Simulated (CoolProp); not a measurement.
Vapour pressure (kPa) of 1-butene: the reference equation beside estimates from Tc = 146.1 °C, pc = 4006 kPa, ω = 0.192.

Computed with CoolProp (reference Helmholtz-energy equation of state, Lemmon 2005). It is a short technical equation, of lower accuracy than the large ones.

```csv
T (°C),reference,Lee-Kesler,Redlich-Kwong
13.45,206.1,205.6,285.6
20.45,258.3,258.3,351.2
27.55,320.9,321.6,428.3
34.55,393.2,394.7,515.4
41.65,478.3,480.8,616.0
48.65,575.1,578.5,727.9
55.75,687.3,691.8,855.1
62.85,814.9,820.5,997.1
```

Absolute difference from the reference over all 8 rows, mean and median: Lee-Kesler 0.4 and 0.5 %, Redlich-Kwong 30.2 and 29.9 %.
